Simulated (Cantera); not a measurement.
Input (Python, Cantera):

```python
import numpy as np
import cantera as ct

surf = ct.Interface("ptcombust.yaml", "Pt_surf")
gas = surf.adjacent["gas"]
gas.TPX = 923, 100000, {'CH4': 0.024, 'O2': 0.011, 'N2': 0.79}
surf.TP = 923, 100000
reactor = ct.FlowReactor(gas, clone=False)
reactor.area = 0.0001  # m2
reactor.surface_area_to_volume_ratio = 610  # 1/m
reactor.mass_flow_rate = 3.2 * reactor.area * gas.density  # inlet velocity 3.2 m/s
reactor.energy_enabled = False
wall = ct.ReactorSurface(surf, reactor, clone=False)
net = ct.ReactorNet([reactor])
net.rtol, net.atol = 1e-8, 1e-16
show, cover = ['CH4', 'O2', 'H2O', 'CO2', 'CO'], ['PT(S)', 'H(S)', 'O(S)', 'OH(S)', 'CO(S)', 'C(S)']

rows = []
print(f"{'z/m':>9s}{'u/(m/s)':>9s}" + "".join(f"{s:>13s}" for s in show + cover))
for z in [0.00013, 0.00026, 0.0005, 0.00096, 0.0019, 0.0036, 0.0069, 0.013]:
    net.advance(z)
    rows.append([reactor.speed, *gas[show].X, *surf[cover].coverages])
    print(f"{z:9.4g}{rows[-1][0]:9.3g}" + "".join(f"{x:13.4e}" for x in rows[-1][1:]))
```

It prints:

```
      z/m  u/(m/s)          CH4           O2          H2O          CO2           CO        PT(S)         H(S)         O(S)        OH(S)        CO(S)         C(S)
  0.00013      3.2   2.7947e-02   1.1642e-02   2.2363e-03   4.6045e-06   1.1229e-03   6.8854e-01   7.1409e-04   3.2511e-05   4.3928e-05   1.3671e-01   1.7396e-01
  0.00026      3.2   2.7277e-02   1.0664e-02   3.5199e-03   6.3762e-06   1.7806e-03   5.8358e-01   9.3606e-04   1.4022e-05   2.2498e-05   1.4633e-01   2.6911e-01
   0.0005      3.2   2.6487e-02   9.5323e-03   4.9933e-03   7.7862e-06   2.5574e-03   4.7862e-01   1.1626e-03   6.0554e-06   1.1165e-05   1.3670e-01   3.8350e-01
  0.00096     3.21   2.5598e-02   8.2960e-03   6.5771e-03   8.7963e-06   3.4302e-03   3.7764e-01   1.3648e-03   2.5561e-06   5.3241e-06   1.1190e-01   5.0909e-01
   0.0019     3.21   2.4641e-02   7.0164e-03   8.1801e-03   9.4407e-06   4.3689e-03   2.8346e-01   1.5138e-03   1.0186e-06   2.3915e-06   7.9287e-02   6.3573e-01
   0.0036     3.21   2.3788e-02   5.9263e-03   9.5086e-03   9.7630e-06   5.2044e-03   2.1074e-01   1.5791e-03   4.2961e-07   1.1276e-06   5.1814e-02   7.3586e-01
   0.0069     3.21   2.3001e-02   4.9663e-03   1.0643e-02   9.9256e-06   5.9743e-03   1.5330e-01   1.5777e-03   1.8066e-07   5.3303e-07   3.1314e-02   8.1381e-01
    0.013     3.21   2.2322e-02   4.1779e-03   1.1542e-02   9.9996e-06   6.6370e-03   1.1164e-01   1.5272e-03   7.9225e-08   2.6352e-07   1.8386e-02   8.6844e-01
```

Cantera simulation using Deutschmann's 1995 Pt surface mechanism with GRI-Mech 3.0 gas chemistry; the numbers are that mechanism's predictions, not measurements. Catalytic surfaces can have several steady states; this one follows from the mechanism file's or the stated starting coverage. Mass transfer to the wall is taken as infinitely fast.
